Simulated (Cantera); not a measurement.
Input: 1 mol Si(CH3)4, 0.0069 mol C2H2, 420 mol H2, equilibrated at 2152 °C and 0.160 bar.

These are equilibrium values from Cantera (NASA tables, ideal gas, pure condensed phases), not measurements of a reactor. Candidate condensed phases: C, C6H6, C7H8, C8H18, Si, SiC; 87 gas species. Gases not in the tables: Si2H6 and higher silanes. The numbers say what is thermodynamically allowed, not how fast it happens.

Base state: H2 0.950, H 0.0436, C2H2 (acetylene) 0.00431, Si 0.00167, SiC2 0.000201, SiH 0.000193, Si2C 7.46e-5, SiH2 7.36e-5 (mole fractions); condensed: gas only.

### Question
What changes in the equilibrium state with this change: Si(CH3)4 replaced by SiHCl3?

### Answer
```json
[
 {"species": "H2", "before": "0.950", "after": "0.947"},
 {"species": "H", "before": "0.0436", "after": "0.0435"},
 {"species": "HCl", "before": "0", "after": "0.00667"},
 {"species": "C2H2 (acetylene)", "before": "0.00431", "after": "1.17e-5"},
 {"species": "Si", "before": "0.00167", "after": "0.00194"},
 {"species": "Cl", "before": "0", "after": "0.000218"},
 {"species": "SiCl", "before": "0", "after": "2.91e-5"}
]
```
The tables' values for SiCl are old estimates; treat these amounts as uncertain.
